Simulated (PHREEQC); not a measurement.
Solution (80 °C): 0.0044 mol/kgw NH4HF2, 0.0032 mol/kgw (NH4)2SiF6, 0.00016 mol/kgw H3PO4 and 0.00028 mol/kgw HCl. Closed to the air; pH follows from the charge balance.

Computed with PHREEQC (ion-association model, wateq4f.dat).

**Question.** The ionic strength comes out as 0.0138 mol/kgw. What activity coefficients do HF2-, SiF6-2, H+, Cl-, H2PO4- get?

**Answer.** HF2- 0.87, SiF6-2 0.60, H+ 0.89, Cl- 0.87, H2PO4- 0.88.

Precipitation was switched off in this run. The solution is supersaturated, for example in Quartz (slow to form), so a real one may precipitate; this is no full list. H3PO4, which wateq4f.dat lacks, is added to it with the constant of phreeqc.dat. At this temperature some constants are extrapolated from 25 °C, and those without enthalpy data are left unchanged. SiF6-2 is the database's only silicon fluoride.
